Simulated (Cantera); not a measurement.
Input: 1 mol MgSO4, 0.082 mol H2, 0.031 mol CO2, held at 1575 °C and 1300 Pa.

Equilibrium computed with Cantera from the NASA thermochemical tables; the gas is ideal and each condensed phase is pure. Candidate condensed phases: C, C6H6, C7H8, C8H18, H2O, H2SO4, Mg, MgCO3, MgO, Mg(OH)2, MgS, MgSO4, S; 130 gas species. Equilibrium is a limit: real reactors are often held back by kinetics, nucleation or transport.

Base state: SO2 0.635, O2 0.291, H2O 0.0510, CO2 0.0196, OH 0.00210, O 0.000897, SO3 0.000348, SO 0.000346 (mole fractions); condensed: MgO(s).

### Question
What changes in the equilibrium state with this change: H2 from 0.082 to 0.15 mol?

### Answer
```tsv
species	before	after
SO2	0.635	0.621
O2	0.291	0.263
H2O	0.0510	0.0917
CO2	0.0196	0.0192
H2	6.91e-5	0.000131
H	3.87e-5	5.32e-5
OH	0.00210	0.00275
SO3	0.000348	0.000324
O	0.000897	0.000854
MgO(s), mol	1.000	1.000
```

### Question
What changes in the equilibrium state with this change: temperature from 1575 °C to 1477 °C?

### Answer
```tsv
species	before	after
SO2	0.635	0.635
O2	0.291	0.291
H2O	0.0510	0.0515
OH	0.00210	0.00117
CO2	0.0196	0.0197
H	3.87e-5	1.08e-5
SO	0.000346	0.000115
MgO(s), mol	1.000	1.00
```
